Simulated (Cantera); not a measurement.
# Thermodynamics of silicon etching in halogen gases, feed Si + HCl + H2

A closed system holds: 1 mol Si, 8.4 mol HCl, 2.4 mol H2, held at 673 K and 0.0560 bar.

These are equilibrium values from Cantera (NASA tables, ideal gas, pure condensed phases), not measurements of a reactor. Candidate condensed phases: Si; 19 gas species. Rates play no part.

The x(HCl) is 0.449. The x(H2) comes out as 0.449 and the x(SiCl4) is 0.102. The x(SiHCl3) is 1.29e-5 and the gas amount is 9.800 mol. The log10 activity of Si(s) (absent) is -12.94.
